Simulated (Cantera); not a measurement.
An isothermal plug-flow reactor at 450 K and 5.00 bar (inlet), inlet velocity 0.41 m/s, active area per volume 360 1/m; feed H2 : O2 : N2 = 0.0052 : 0.075 : 0.79 (molar parts), equivalence ratio 0.035.

Detailed kinetics in Cantera: Deutschmann's 1995 Pt surface mechanism with GRI-Mech 3.0 gas chemistry. Catalytic surfaces can have several steady states; this one follows from the mechanism file's or the stated starting coverage. Mass transfer to the wall is taken as infinitely fast.

x: gas mole fraction; θ: surface coverage.

| z (m) | x H2 | x O2 | x H2O | θ free Pt | θ O* | θ OH* |
|---|---|---|---|---|---|---|
| 3.4e-05 | 0.00557 | 0.0860 | 0.000404 | 0.0887 | 0.833 | 0.0776 |
| 7.3e-05 | 0.00517 | 0.0858 | 0.000807 | 0.0824 | 0.838 | 0.0789 |
| 0.00016 | 0.00445 | 0.0855 | 0.00153 | 0.0713 | 0.848 | 0.0800 |
| 0.00034 | 0.00346 | 0.0850 | 0.00253 | 0.0556 | 0.865 | 0.0783 |
| 0.00073 | ? | 0.0845 | ? | ? | 0.890 | ? |
| 0.0016 | ? | 0.0841 | ? | ? | 0.919 | ? |
| 0.0034 | 0.000709 | 0.0838 | 0.00528 | 0.0116 | 0.943 | 0.0454 |

Problem. Some entries are withheld; supply them.

Solution. 
- 0.00073, x H2: 0.00232
- 0.00073, x H2O: 0.00367
- 0.00073, θ free Pt: 0.0376
- 0.00073, θ OH*: 0.0714
- 0.0016, x H2: 0.00134
- 0.0016, x H2O: 0.00465
- 0.0016, θ free Pt: 0.0217
- 0.0016, θ OH*: 0.0590
